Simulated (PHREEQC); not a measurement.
Solution (25 °C): 1.3 mmol/kgw MnSO4. Closed to the air; pH follows from the charge balance.

All values are PHREEQC results (ion-association model, wateq4f.dat), not measurements.

```
quantity                   before     after
------------------------  -------  --------
pH                           6.76      6.95
ionic strength (mol/kgw)  0.00466  0.000511
SO4-2 (mol/kgw)           0.00116  0.000128
HSO4- (mol/kgw)           1.58e-8   1.30e-9
```

Q: What was changed between the two runs?
A) MnSO4 from 0.0013 to 0.0026 mol/kgw
B) MnSO4 replaced by K2SO4 at the same molality
C) MnSO4 from 0.0013 to 0.00143 mol/kgw
D) diluted 10-fold with water

A: D, diluted 10-fold with water

This is a speciation only: nothing precipitates in the calculation.
